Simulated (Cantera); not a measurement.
Input (Python, Cantera) and output of one run.

```python
import numpy as np
import cantera as ct

gas_names = """
    CL CL2 H HCL H2 N NH NH2 NH3 N2 N2H2 N2H4 Si SiCL SiCL2 SiCL3 SiCL4 SiH SiHCL3 SiH2 SiH2CL2 SiH3
    SiH3CL SiH4 SiN Si2 Si2N Si3
""".split()
cond_names = """
    NH4CL(a) NH4CL(b) Si(cr) Si(L) Si3N4(a)
""".split()


# ... load() reads the species with a 1 bar reference pressure and builds the phases ...
atoms = {
    'Si': {'Si': 1},
    'HCl': {'H': 1, 'CL': 1},
    'N2': {'N': 2},
}
top_T = {'Si3N4(a)': 2400}  # K; cautious upper limits of use, not melting points


# ... equilibrate(T, P, feed) seeds the gas with the atoms and calls Mixture.equilibrate('TP', solver="vcs", rtol=1e-11, max_steps=5000) ...
results = []
T = 898.15  # K
P = 10000  # Pa
for m in [1.2, 2.2, 3.2, 4.1, 5.1, 6.1, 7, 8, 9, 10]:
    feed = {'Si': 1, 'HCl': m, 'N2': 82}  # mol
    mix = equilibrate(T, P, feed)
    results.append((T, P, feed, dict(zip(mix.species_names, mix.species_moles))))

top = {s: max(r[3][s] / sum(r[3][g] for g in gas_names) for r in results) for s in gas_names}
cols = sorted((s for s in top if top[s] > 0.001), key=lambda s: -top[s])[:7]
seen = [c for c in cond_names if any(r[3].get(c, 0) > 1e-12 for r in results)]
print("log10 of partial pressures in bar; condensed amounts in mol")
print(f"{'n(HCl)':>10s}" + "".join(f"{s[:9]:>10s}" for s in cols + seen))
for T, P, feed, n in results:
    ng = sum(n[g] for g in gas_names)
    print(f"{feed['HCl']:10.4g}" + "".join(f"{np.log10(max(n[s] / ng * P / 1e5, 1e-99)):10.3f}" for s in cols)
          + "".join(f"{n.get(c, 0):10.4g}" for c in seen))
```

It prints:

```
log10 of partial pressures in bar; condensed amounts in mol
    n(HCl)        N2       HCL        H2     SiCL4  Si3N4(a)
       1.2    -1.006    -2.964    -3.735    -4.036     0.308
       2.2    -1.011    -2.727    -3.419    -3.720    0.2803
       3.2    -1.015    -2.584    -3.227    -3.528    0.2499
       4.1    -1.020    -2.492    -3.102    -3.403    0.2209
       5.1    -1.024    -2.411    -2.994    -3.295    0.1874
       6.1    -1.029    -2.346    -2.906    -3.207    0.1528
         7    -1.033    -2.297    -2.840    -3.141    0.1208
         8    -1.037    -2.250    -2.776    -3.077   0.08447
         9    -1.041    -2.209    -2.720    -3.022   0.04743
        10    -1.045    -2.172    -2.671    -2.972  0.009757
```

These are equilibrium values from Cantera (NASA tables, ideal gas, pure condensed phases), not measurements of a reactor. N2 is the only nitrogen source here; it is nearly inert below about 1500 K, so the nitride shown seldom forms there in practice.
